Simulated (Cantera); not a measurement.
A Cantera script and what it prints.

```python
import numpy as np
import cantera as ct

gas_names = [...]  # 123 gases of nasa_gas.yaml made of C, H, O, Si
cond_names = """
    C(gr) C6H6(L) C7H8(L) C8H18(L),n-octa H2O(s) H2O(L) Si(cr) Si(L) SiC(b) SiO2(Lqz) SiO2(hqz) SiO2(L)
""".split()


# ... load() reads the species with a 1 bar reference pressure and builds the phases ...
atoms = {
    'SiO2': {'Si': 1, 'O': 2},
    'CO': {'C': 1, 'O': 1},
    'H2': {'H': 2},
    'CH4': {'C': 1, 'H': 4},
}
top_T = {'C(gr)': 4500, 'SiC(b)': 3050}  # K; cautious upper limits of use, not melting points


# ... equilibrate(T, P, feed) seeds the gas with the atoms and calls Mixture.equilibrate('TP', solver="vcs", rtol=1e-11, max_steps=5000) ...
results = []
feed = {'SiO2': 1, 'CO': 0.93, 'H2': 0.11, 'CH4': 1.1}  # mol
T = 2200  # K
P = 1900  # Pa
mix = equilibrate(T, P, feed)
results.append((T, P, feed, dict(zip(mix.species_names, mix.species_moles))))
print(gas.report(threshold=0.001))
for i in range(1, mix.n_phases):
    print(f"{mix.phase(i).name:16s} {mix.phase_moles(i):12.5e} mol")
```

It prints:

```
       temperature   2200 K
          pressure   1900 Pa
           density   0.0020001 kg/m^3
  mean mol. weight   19.256 kg/kmol
   phase of matter   gas

                          1 kg             1 kmol
                     ---------------   ---------------
          enthalpy        7.9268e+05        1.5263e+07  J
   internal energy       -1.5727e+05       -3.0284e+06  J
           entropy             14308        2.7551e+05  J/K
    Gibbs function       -3.0685e+07       -5.9086e+08  J
 heat capacity c_p            1840.9             35448  J/K
 heat capacity c_v            1409.1             27134  J/K

                      mass frac. Y      mole frac. X     chem. pot. / RT
                     ---------------   ---------------   ---------------
                CO           0.54493           0.37461            -39.02
                 H         0.0013793          0.026349           -12.315
                H2          0.043538           0.41584           -24.629
                Si          0.017187          0.011784           -6.9188
               SiO           0.38917           0.16998           -41.233
     [ +118 minor]         0.0038025         0.0014288

C(gr)             0.00000e+00 mol
Si(L)             0.00000e+00 mol
SiC(b)            1.00828e-02 mol
SiO2(L)           0.00000e+00 mol
```

Equilibrium computed with Cantera from the NASA thermochemical tables; the gas is ideal and each condensed phase is pure. Gases not in the tables: Si2H6 and higher silanes.
